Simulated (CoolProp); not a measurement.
Vapour-liquid equilibrium of ethylene (1) + carbon dioxide (2) at 1640 kPa; x and y are mole fractions of (1).

Computed with CoolProp (multi-fluid Helmholtz-energy mixture model, Smukala 2000 and Span 1996; pair parameters Bell 2016).

| x | bubble temperature (K) | y at the bubble point | dew temperature at overall composition x (K) | liquid density (mol/L) |
|---|---|---|---|---|
| 0.05 | 245.3 | 0.097 | 246.3 | 23.56 |
| 0.2 | 241.2 | [?] | 243.2 | [?] |
| 0.35 | 238.9 | [?] | 240.3 | 20.73 |
| 0.5 | 237.4 | 0.556 | 238.0 | [?] |
| 0.65 | 236.7 | [?] | 236.8 | 18.34 |
| 0.8 | 236.5 | [?] | 236.5 | [?] |
| 0.95 | 237.0 | 0.944 | 237.0 | 16.41 |

### Question
What belongs in the gaps?

### Answer

- 0.2, y at the bubble point: 0.301
- 0.2, liquid density (mol/L): 22.12
- 0.35, y at the bubble point: 0.439
- 0.5, liquid density (mol/L): 19.47
- 0.65, y at the bubble point: 0.671
- 0.8, y at the bubble point: 0.797
- 0.8, liquid density (mol/L): 17.33

y crosses x between x = 0.65 and 0.8: the model has an azeotrope there.

Pair parameters are fitted to limited data, so mixtures are less certain than the pure fluids.
